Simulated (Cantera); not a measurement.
Charge: 1 mol SiO₂, 460 mol H₂, 29 mol N₂, equilibrated at 1773.15 K and 1.33 mbar.

These are equilibrium values from Cantera (NASA tables, ideal gas, pure condensed phases), not measurements of a reactor. Candidate condensed phases: H₂O, Si, SiO₂, Si₂N₂O, Si₃N₄; 35 gas species. Rates play no part.

Base state: H₂ 0.929, N₂ 0.0590, H 0.00752, SiO 0.00203, H₂O 0.00203 (mole fractions); condensed: gas only.

### Question
What changes in the equilibrium state with this change: temperature from 1773.15 K to 1850 K?

### Answer
```tsv
species	before	after
H₂	0.929	0.923
N₂	0.0590	0.0588
H	0.00752	0.0142
SiO	0.00203	0.00203
H₂O	0.00203	0.00202
```

### Question
What changes in the equilibrium state with this change: temperature from 1773.15 K to 2050 K?

### Answer
| species | before | after |
|---|---|---|
| H₂ | 0.929 | 0.880 |
| H | 0.00752 | 0.0583 |
| N₂ | 0.0590 | 0.0575 |
| SiO | 0.00203 | 0.00198 |
| OH | 1.02e-6 | 1.42e-5 |
| H₂O | 0.00203 | 0.00197 |
